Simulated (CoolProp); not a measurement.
Vapour-liquid equilibrium of toluene (1) + ethylbenzene (2) at 335.2 K; x and y are mole fractions of (1).

Computed with CoolProp (multi-fluid Helmholtz-energy mixture model, Lemmon 2006 and Zhou 2012; pair parameters Bell 2016).

| x | bubble pressure, mixture model (MPa) | bubble pressure, Raoult's law (MPa) | y, mixture model | y, Raoult's law |
|---|---|---|---|---|
| 0.05 | (withheld) | 0.008692 | 0.117 | 0.116 |
| 0.2 | 0.01047 | 0.01049 | 0.377 | 0.383 |
| 0.35 | 0.01215 | 0.01229 | (withheld) | 0.572 |
| 0.5 | 0.01386 | 0.01409 | 0.704 | 0.713 |
| 0.65 | (withheld) | 0.01590 | 0.818 | 0.822 |
| 0.8 | (withheld) | 0.01770 | 0.910 | 0.909 |
| 0.95 | (withheld) | 0.01950 | 0.981 | 0.979 |

Question: Complete the blanks.

Answer: 
- 0.05, bubble pressure, mixture model (MPa): 0.008716
- 0.35, y, mixture model: 0.561
- 0.65, bubble pressure, mixture model (MPa): 0.01564
- 0.8, bubble pressure, mixture model (MPa): 0.01752
- 0.95, bubble pressure, mixture model (MPa): 0.01945

The largest gap from Raoult's law is -1.6 % in bubble pressure, at x = 0.5. No azeotrope shows between x = 0.05 and 0.95.

Pair parameters are fitted to limited data, so mixtures are less certain than the pure fluids.
